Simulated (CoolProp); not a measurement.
The numbers come from the reference Helmholtz-energy equation of state, de Reuck 1993 in CoolProp.

Q: For methanol, give the phase and the cp (kJ/(kg K)), speed of sound (m/s), expansivity (1/kK), Prandtl number at -58.65 °C and 10300 kPa.

A: 
- -58.65 °C and 10300 kPa: liquid; cp 2.23, speed of sound 1450, expansivity 1.09, Prandtl number 30.9

Viscosity comes from a separate model (Xiang 2006). Thermal conductivity comes from a separate model (Sykioti 2013).
